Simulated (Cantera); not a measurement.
A closed system holds: 1 mol CO₂, 0.68 mol H₂, 0.73 mol O₂, held at 802 °C and 41.0 mbar.

These are equilibrium values from Cantera (NASA tables, ideal gas, pure condensed phases), not measurements of a reactor. Candidate condensed phases: C, C₆H₆, C₇H₈, C₈H₁₈, H₂O; 110 gas species. Rates play no part.

Base state: CO₂ 0.483, H₂O 0.329, O₂ 0.188 (mole fractions); condensed: gas only.

What changes in the equilibrium state with this change: CO₂ replaced by HCl?


```json
[
 {"species": "HCl", "before": "0", "after": "0.463"},
 {"species": "H₂O", "before": "0.329", "after": "0.342"},
 {"species": "O₂", "before": "0.188", "after": "0.184"},
 {"species": "CO₂", "before": "0.483", "after": "0"},
 {"species": "Cl₂", "before": "0", "after": "0.0112"},
 {"species": "Cl", "before": "0", "after": "0.000577"}
]
```
